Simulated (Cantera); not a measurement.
Input: 1 mol Si, 0.096 mol H₂O, 210 mol H₂, held at 1.33 mbar.

Method: chemical equilibrium by Gibbs-energy minimisation in Cantera with the NASA 1993 tables (ideal gas, pure condensed phases). Candidate condensed phases: H₂O, Si, SiO₂; 18 gas species. Mutual solubility and eutectic melting of coexisting phases are not modelled. The tables hold silica as quartz up to 1696 K and as liquid above; real silica turns to tridymite and cristobalite and melts near 1996 K. Equilibrium is a limit: real reactors are often held back by kinetics, nucleation or transport.

Over these rows the condensed part is Si(s) + SiO₂(β-quartz). Partial pressures as log10 of bar:

```
T (K)  1000/T (1/K)  log p SiO  log p H₂
-----  ------------  ---------  --------
923          1.0834     -10.80     -2.88
973          1.0277      -9.79     -2.88
1023         0.9775      -8.88     -2.88
1073         0.9320      -8.05     -2.88
1123         0.8905          ?     -2.88
1173         0.8525      -6.62     -2.88
```

Q: Fit log p(SiO) = a + b·(1000/T) to the five rows, give the apparent enthalpy, and predict the row at 1123 K.

A: Means: 1000/T = 0.9746, log p = -8.828. Sxy = -0.568526, Sxx = 0.0313886, so b = -18.11 and a = -8.828 − (-18.11)×0.9746 = 8.82.
Apparent enthalpy: −19.145 × (-18.11) = 347 kJ/mol. The condensed phases alone fix this pressure, through 1/2 Si(s) + 1/2 SiO₂(β-quartz) = SiO(g), so the slope is that reaction's ΔH° and the other gases don't enter. The five rows lie within 0.01 of the line.
Prediction at 1123 K: 8.82 + (-18.11)×0.8905 = -7.31. The computed value is -7.30, 0.01 from the line.
